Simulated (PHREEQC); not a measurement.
Make-up at 25 °C: 99 mmol/kgw KBr. Closed to the air; pH follows from the charge balance.

Equilibrium calculation in PHREEQC: ion-association model, wateq4f.dat.

```
Item                     Value
--------------  --------------
ionic strength  0.0990 mol/kgw
```

```
species  molality  activity   log γ
-------  --------  --------  ------
Br-        0.0990    0.0774  -0.107
K+         0.0990    0.0757  -0.116
OH-       1.26e-7   9.60e-8  -0.118
H+        1.26e-7   1.04e-7  -0.083
```

No solid was allowed to form. Species that the database lacks are ignored.
